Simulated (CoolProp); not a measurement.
A single-stage vapour-compression cycle with the fluid: evaporating at 239.15 K (dew point), condensing at 264.15 K (bubble point), superheat 10 K, subcooling 5 K, compressor efficiency 0.75, no pressure losses. The same conditions are run with several fluids, on thermodynamics alone (safety and materials aside).

Values from CoolProp's reference Helmholtz-energy equation of state of each fluid (nitrous oxide: Lemmon 2006; hydrogen chloride: Thol 2018; R124: de Vries 1995; R236FA: Pan 2012; C3F8 (R218): Lemmon 2006; n-butane: Bücker 2006).

| fluid | cooling COP | pressure ratio | discharge temperature (K) | refrigerating effect (kJ/kg) | volumetric capacity (kJ/m³) |
|---|---|---|---|---|---|
| nitrous oxide | 6.07 | 2.13 | 308.8 | 273 | 7640 |
| hydrogen chloride | 6.12 | 2.15 | 323.1 | 352 | 6570 |
| R124 | 6.77 | 3.15 | 285.8 | 162 | 394 |
| R236FA | 6.78 | 3.52 | 281.1 | 159 | 246 |
| C3F8 (R218) | 6.61 | 2.67 | 271.5 | 91.3 | 999 |
| n-butane | 6.81 | 3.14 | 286.4 | 384 | 252 |
